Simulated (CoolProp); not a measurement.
CF4 (R14) along the isotherm 197.8 K: Z from the reference equation and from simpler models built on Tc = 227.4 K, pc = 37.62 bar, ω = 0.178; each cubic takes its own stable root.

The numbers come from the reference Helmholtz-energy equation of state, Platzer 1990 in CoolProp. This equation is an older, rougher fit; its heat capacities, sound speeds and derivatives of the liquid may be far off and weren't checked against measurements.

| p (bar) | phase | reference |
|---|---|---|
| 2.35 | gas | 0.9669 |
| 4.7 | gas | 0.9317 |
| 7.05 | gas | 0.8939 |
| 9.41 | gas | 0.8526 |
| 11.8 | gas | 0.8060 |
| 16.5 | liquid | 0.06974 |
| 18.8 | liquid | 0.07923 |

Problem. How far does each simpler model (van der Waals, Peng-Robinson) lie from the reference over these 7 states: mean and median of the absolute difference, and the worst?

Solution. 
- van der Waals: mean 262.5 %, median 3.8 %, worst +1007.3 % at 197.8 K and 16.5 bar
- Peng-Robinson: mean 2.0 %, median 1.3 %, worst -4.6 % at 197.8 K and 18.8 bar

At some of these states van der Waals gives the other phase, because its saturation line lies elsewhere.
